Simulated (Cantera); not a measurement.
An adiabatic, constant-pressure homogeneous reactor starts with 5.17 % C₃H₈, 19.9 % O₂, 74.9 % N₂, at 1425 K and 1.00 atm.

Computed with Cantera and GRI-Mech 3.0 (53 species, 325 reactions). GRI-Mech 3.0 was tuned for natural gas; its chemistry of propane as a main component is partial and can be far from experiment.

Question: Predict: time of steepest temperature rise; temperature at 3.00 s; equilibrium temperature; x(O₂) at 3.00 s; x(H₂) at 3.00 s; x(OH) at 3.00 s; x(CH₂O) at 3.00 s.

Answer: 
```
Item                                                                 Value
---------------------------------  ---------------------------------------
time of steepest temperature rise                                 0.180 ms
temperature at 3.00 s                                               2756 K
equilibrium temperature                                             2756 K
x(O₂) at 3.00 s                    0.00490 (gas-phase equilibrium 0.00490)
x(H₂) at 3.00 s                      0.0350 (gas-phase equilibrium 0.0350)
x(OH) at 3.00 s                      0.0135 (gas-phase equilibrium 0.0135)
x(CH₂O) at 3.00 s                  1.25e-9 (gas-phase equilibrium 1.25e-9)
```
